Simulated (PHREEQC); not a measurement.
0.54 g of hydrous ferric oxide (600 m²/g; 0.2 weak and 0.005 strong sites per Fe, Dzombak-Morel constants, diffuse double layer) in 1 kg of water with 0.05 mol/kgw of an inert sodium salt and 0.0034 mmol/kgw SrCl2 and 2.7 mmol/kgw ZnCl2, at 25 °C; the pH is set by adding NaOH or the inert anion's acid. Oxygen is held at 0.21 atm. No CO2 enters from the air. No solid was allowed to form.

Base run: PHREEQC, ion-association model, wateq4f.dat. Each further column changes one thing. The table gives Zn sorbed (%).

```
pH    base  no electrostatic term (-no_edl)  background salt from 0.05 to 0.005 mol/kgw  oxide from 0.54 to 2.7 g/kgw  0.00046 mol/kgw H3BO3 added
----  ----  -------------------------------  ------------------------------------------  ----------------------------  ---------------------------
3      0.0                              0.0                                         0.0                           0.0                          0.0
4.33   0.2                              0.3                                         0.2                           1.0                          0.2
5      1.0                              1.3                                         1.0                           4.9                          1.0
5.67   3.0                              6.3                                           …                          14.1                          3.0
7     22.6                             44.3                                        20.4                          81.2                         22.6
8.33  28.9                             46.0                                        25.9                             …                         28.9
9     27.1                             46.0                                        24.8                             …                         27.1
9.67  24.8                             44.9                                           …                          99.5                         24.8
11    21.7                              6.1                                        22.2                             …                         21.7
```

**Question.** Some entries are withheld; supply them.

**Answer.** 
- 5.67, background salt from 0.05 to 0.005 mol/kgw: 2.9
- 8.33, oxide from 0.54 to 2.7 g/kgw: 99.4
- 9, oxide from 0.54 to 2.7 g/kgw: 99.7
- 9.67, background salt from 0.05 to 0.005 mol/kgw: 23.7
- 11, oxide from 0.54 to 2.7 g/kgw: 95.8

In at least one series the solution becomes supersaturated in solids that the run did not let form, among them Zn(OH)2-e, Zn5(OH)8Cl2. The oxide is taken as insoluble; below pH 4 it would dissolve.
